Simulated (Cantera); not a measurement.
Input (Python, Cantera):

```python
import numpy as np
import cantera as ct

surf = ct.Interface("diamond.yaml", "diamond_100")
gas, bulk = surf.adjacent["gas"], surf.adjacent["diamond"]
k = surf.kinetics_species_index(bulk.species_names[0])
cover = ["c6HH", "c6H*", "c6*H", "c6**", "c6HM", "c6B"]

rows, drift = [], 0.0
print(f"{'xCH3':>10s}{'um/h':>11s}" + "".join(f"{s:>11s}" for s in cover))
for v in [1e-06, 2.4e-06, 5.6e-06, 1.3e-05, 3.1e-05, 7.4e-05, 0.00017, 0.00041, 0.00098]:
    T, P, xH, xCH3 = 1175, 4400, 0.02, v
    gas.TPX = T, P, {"H": xH, "CH3": xCH3, "CH4": 0.0058, "H2": 1 - xH - xCH3 - 0.0058}
    surf.TP = bulk.TP = T, P
    surf.coverages = "c6H*:0.1, c6HH:0.9"
    surf.advance_coverages(100.0)
    before = surf.coverages
    surf.advance_coverages(100.0)
    drift = max(drift, np.max(np.abs(surf.coverages - before) / (surf.coverages + 1e-9)))
    rate = surf.net_production_rates[k] * bulk.mean_molecular_weight / bulk.density * 3.6e9
    rows.append([rate, *surf[cover].coverages])
    print(f"{v:10.4g}{rate:11.4e}" + "".join(f"{x:11.3e}" for x in rows[-1][1:]))
```

Output:

```
      xCH3       um/h       c6HH       c6H*       c6*H       c6**       c6HM        c6B
     1e-06 3.1306e-02  4.553e-01  3.597e-02  4.813e-01  2.745e-02  9.616e-06  8.495e-11
   2.4e-06 7.5133e-02  4.553e-01  3.597e-02  4.813e-01  2.745e-02  2.308e-05  2.039e-10
   5.6e-06 1.7530e-01  4.552e-01  3.597e-02  4.813e-01  2.744e-02  5.385e-05  4.757e-10
   1.3e-05 4.0687e-01  4.552e-01  3.596e-02  4.812e-01  2.744e-02  1.250e-04  1.104e-09
   3.1e-05 9.6985e-01  4.551e-01  3.595e-02  4.811e-01  2.742e-02  2.979e-04  2.632e-09
   7.4e-05 2.3129e+00  4.548e-01  3.593e-02  4.807e-01  2.739e-02  7.105e-04  6.276e-09
   0.00017 5.3023e+00  4.541e-01  3.587e-02  4.800e-01  2.731e-02  1.629e-03  1.439e-08
   0.00041 1.2721e+01  4.525e-01  3.573e-02  4.781e-01  2.713e-02  3.909e-03  3.452e-08
   0.00098 3.0032e+01  4.488e-01  3.540e-02  4.737e-01  2.669e-02  9.231e-03  8.150e-08
```

Detailed kinetics in Cantera: the Harris–Goodwin 1993 mechanism for the reconstructed diamond (100) surface.
